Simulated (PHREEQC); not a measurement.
1 kg of water holding 0.0036 mol NaCl and 0.25 mol CaCl2 is evaporated at 25 °C; the solids stay in contact with the brine. The system is closed to CO2. Only these solids could form: Halite, Portlandite.

Base run: PHREEQC, Pitzer model, pitzer.dat. Each further column changes one thing. The table gives water activity.

```csv
H2O removed (mol),base,temperature from 25 to 50 °C
0,0.988,0.988
9.886,0.986,0.986
24.69,0.978,0.978
30.18,0.973,0.973
34.69,0.966,0.966
41.44,0.945,0.946
43.95,0.930,0.931
46.01,0.909,0.911
49.09,0.843,0.848
50.23,0.791,0.798
51.17,0.723,0.733
52.58,0.527,0.545
53.1,0.402,0.424
```

 Constants without temperature data keep their 25 °C values here.
